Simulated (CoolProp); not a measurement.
Vapour pressure (bar) of sulfur hexafluoride: the reference equation beside estimates from Tc = 318.7 K, pc = 37.55 bar, ω = 0.210. Clausius-Clapeyron is anchored at 256.8 K with a constant enthalpy of vaporisation of 13.80 kJ/mol.

Computed with CoolProp (reference Helmholtz-energy equation of state, Guder 2009).

```json
[
 {"T (K)": "241.1", "reference": "4.578", "Lee-Kesler": "4.663", "Clausius-Clapeyron": "5.083", "van der Waals": "11.05", "Redlich-Kwong": "6.116", "Soave-Redlich-Kwong": "4.670", "Peng-Robinson": "4.625"},
 {"T (K)": "243.7", "reference": "5.019", "Lee-Kesler": "5.110", "Clausius-Clapeyron": "5.470", "van der Waals": "11.64", "Redlich-Kwong": "6.634", "Soave-Redlich-Kwong": "5.120", "Peng-Robinson": "5.068"},
 {"T (K)": "246.4", "reference": "5.510", "Lee-Kesler": "5.606", "Clausius-Clapeyron": "5.894", "van der Waals": "12.26", "Redlich-Kwong": "7.203", "Soave-Redlich-Kwong": "5.622", "Peng-Robinson": "5.561"},
 {"T (K)": "249", "reference": "6.016", "Lee-Kesler": "6.117", "Clausius-Clapeyron": "6.323", "van der Waals": "12.89", "Redlich-Kwong": "…", "Soave-Redlich-Kwong": "6.138", "Peng-Robinson": "6.069"},
 {"T (K)": "251.6", "reference": "6.556", "Lee-Kesler": "6.662", "Clausius-Clapeyron": "6.774", "van der Waals": "13.53", "Redlich-Kwong": "8.393", "Soave-Redlich-Kwong": "6.690", "Peng-Robinson": "6.612"},
 {"T (K)": "254.2", "reference": "7.131", "Lee-Kesler": "7.241", "Clausius-Clapeyron": "7.247", "van der Waals": "14.19", "Redlich-Kwong": "9.036", "Soave-Redlich-Kwong": "7.277", "Peng-Robinson": "7.190"},
 {"T (K)": "256.8", "reference": "7.742", "Lee-Kesler": "7.856", "Clausius-Clapeyron": "7.742", "van der Waals": "14.88", "Redlich-Kwong": "9.712", "Soave-Redlich-Kwong": "7.901", "Peng-Robinson": "7.805"},
 {"T (K)": "259.5", "reference": "8.417", "Lee-Kesler": "8.534", "Clausius-Clapeyron": "8.280", "van der Waals": "15.61", "Redlich-Kwong": "10.45", "Soave-Redlich-Kwong": "…", "Peng-Robinson": "8.484"},
 {"T (K)": "262.1", "reference": "9.107", "Lee-Kesler": "9.227", "Clausius-Clapeyron": "8.822", "van der Waals": "16.33", "Redlich-Kwong": "11.20", "Soave-Redlich-Kwong": "9.296", "Peng-Robinson": "9.179"},
 {"T (K)": "264.7", "reference": "9.838", "Lee-Kesler": "9.960", "Clausius-Clapeyron": "9.388", "van der Waals": "17.08", "Redlich-Kwong": "…", "Soave-Redlich-Kwong": "10.04", "Peng-Robinson": "9.916"},
 {"T (K)": "267.3", "reference": "10.61", "Lee-Kesler": "10.73", "Clausius-Clapeyron": "9.979", "van der Waals": "17.84", "Redlich-Kwong": "12.80", "Soave-Redlich-Kwong": "10.83", "Peng-Robinson": "10.70"},
 {"T (K)": "270", "reference": "11.46", "Lee-Kesler": "11.59", "Clausius-Clapeyron": "10.62", "van der Waals": "18.66", "Redlich-Kwong": "13.69", "Soave-Redlich-Kwong": "11.70", "Peng-Robinson": "…"},
 {"T (K)": "272.6", "reference": "12.33", "Lee-Kesler": "12.45", "Clausius-Clapeyron": "11.26", "van der Waals": "…", "Redlich-Kwong": "…", "Soave-Redlich-Kwong": "12.58", "Peng-Robinson": "12.43"},
 {"T (K)": "275.2", "reference": "13.24", "Lee-Kesler": "13.36", "Clausius-Clapeyron": "11.93", "van der Waals": "20.30", "Redlich-Kwong": "15.52", "Soave-Redlich-Kwong": "13.51", "Peng-Robinson": "13.35"}
]
```

Question: Fill in the missing entries.

Answer: 
- 249, Redlich-Kwong: 7.782
- 259.5, Soave-Redlich-Kwong: 8.591
- 264.7, Redlich-Kwong: 11.98
- 270, Peng-Robinson: 11.55
- 272.6, van der Waals: 19.47
- 272.6, Redlich-Kwong: 14.58

Absolute difference from the reference over all 14 rows, mean and median: Lee-Kesler 1.4 and 1.4 %, Clausius-Clapeyron 5.6 and 5.5 %, van der Waals 92.0 and 88.8 %, Redlich-Kwong 25.0 and 24.8 %, Soave-Redlich-Kwong 2.0 and 2.0 %, Peng-Robinson 0.9 and 0.8 %.
